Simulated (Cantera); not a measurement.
Feed: 1 mol Fe(CO)₅, 0.11 mol O₂, 29 mol H₂, at 1375 K and 10.0 mbar.

Cantera equilibrium calculation (NASA polynomials, part measured and part estimated; ideal gas, pure solids and liquids). Candidate condensed phases: C, C₆H₆, C₇H₈, C₈H₁₈, Fe, Fe(CO)₅, FeO, Fe(OH)₂, Fe(OH)₃, Fe₂O₃, Fe₃O₄, H₂O; 114 gas species. Rates play no part.

Q: What is the equilibrium state?

A: 
```json
{
 "x(H₂)": "0.847",
 "x(CO)": "0.147",
 "x(H₂O)": "0.00597",
 "x(CO₂)": "0.000500",
 "x(H)": "3.15e-5",
 "n(Fe(γ))": "1.000 mol",
 "gas_amount": "34.00 mol",
 "log10 activity of C(graphite) (absent)": "-3.02",
 "log10 activity of Fe(OH)₂(s) (absent)": "-11.38",
 "log10 activity of Fe(OH)₃(s) (absent)": "-19.42"
}
```
